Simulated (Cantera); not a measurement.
Input: 1 mol SiO₂, 0.38 mol H₂, held at 13.3 mbar.

Equilibrium computed with Cantera from the NASA thermochemical tables; the gas is ideal and each condensed phase is pure. Candidate condensed phases: H₂O, Si, SiO₂; 18 gas species. The tables hold silica as quartz up to 1696 K and as liquid above; real silica turns to tridymite and cristobalite and melts near 1996 K. Kinetics and transport are ignored.

**Question.** What share of the Si ends up in condensed phases as a function of T (°C), at 1450, 1600, 1750, 1900, 2050, 2200, 2350, 2500, 2650, 2800?

**Answer.** 
| T (°C) | Si condensed (%) | as |
|---|---|---|
| 1450 | 99.8 | SiO₂(condensed) |
| 1600 | 99.0 | SiO₂(condensed) |
| 1750 | 96.7 | SiO₂(l) |
| 1900 | 90.7 | SiO₂(l) |
| 2050 | 79.5 | SiO₂(l) |
| 2200 | 58.6 | SiO₂(l) |
| 2350 | 0.0 | - |
| 2500 | 0.0 | - |
| 2650 | 0.0 | - |
| 2800 | 0.0 | - |
